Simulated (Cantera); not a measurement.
An adiabatic, constant-pressure homogeneous reactor starts with CO : H₂ : CH₄ : O₂ : N₂ = 1 : 0.15 : 0.38 : 0.89 : 3.35 (molar parts), at 1175 K and 1.10 bar. Integrator tolerance rtol = 1e-08.

Computed with Cantera and GRI-Mech 3.0 (53 species, 325 reactions).

Q: What does this change do: 0.092 parts C2H6 added?

A: 
```json
[
 {"quantity": "time of steepest temperature rise", "before": "4.29 ms", "after": "1.88 ms"},
 {"quantity": "temperature at 6.00 s", "before": "2648 K", "after": "2517 K"},
 {"quantity": "equilibrium temperature", "before": "2648 K", "after": "2517 K"},
 {"quantity": "x(CO) at 6.00 s", "before": "0.140 (gas-phase equilibrium 0.140)", "after": "0.190 (gas-phase equilibrium 0.190)"},
 {"quantity": "x(H₂) at 6.00 s", "before": "0.0263 (gas-phase equilibrium 0.0263)", "after": "0.0599 (gas-phase equilibrium 0.0599)"},
 {"quantity": "x(CH₄) at 6.00 s", "before": "<1e-12 (gas-phase equilibrium <1e-12)", "after": "1.13e-12 (gas-phase equilibrium 1.28e-12)"},
 {"quantity": "x(H₂O) at 6.00 s", "before": "0.125 (gas-phase equilibrium 0.125)", "after": "0.129 (gas-phase equilibrium 0.129)"},
 {"quantity": "x(C₂H) at 6.00 s", "before": "<1e-12 (gas-phase equilibrium <1e-12)", "after": "<1e-12 (gas-phase equilibrium <1e-12)"}
]
```
